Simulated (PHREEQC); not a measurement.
A made-up water analysis in mg/L, 25 °C, pH 6.58, pe 2.5:

```
constituent          mg/L
------------------  -----
Na                   68.4
K                    14.4
Ca                    195
Mg                   19.9
Cl                    224
S(6) as SO4          76.9
Alkalinity as HCO3    434
Si as SiO2          0.333
F                    1.64
Br                  0.341
N(-3) as NH4         3.54
Fe(2)                3.01
```

Na is adjusted to close the charge balance.
Valence states are taken as typed.

Model: ion-association model, phreeqc.dat, run in PHREEQC.

No solid was allowed to form.

Task: Order these Fe species by the share of Fe that they hold, largest first: FeCO3, FeSO4, FeHCO3+, Fe+2, FeCl+.

Result: Fe+2 (68 %), FeHCO3+ (28 %), FeSO4 (2.5 %), FeCO3 (1.0 %), FeCl+ (0.35 %)

Task: Order these C species by the share of C that they hold, largest first: FeHCO3+, HCO3-, CaHCO3+, MgHCO3+, CO2.

Result: HCO3- (64 %), CO2 (33 %), CaHCO3+ (2.1 %), MgHCO3+ (0.33 %), FeHCO3+ (0.14 %)

The pH is 6.58 and the ionic strength 0.0203 mol/kgw. Saturation is exceeded, for instance for Siderite; the values hold only as long as no solid forms. SiF6-2 is the database's only silicon fluoride. Fluoro complexes past AlF4- and FeF3 are missing from the database.
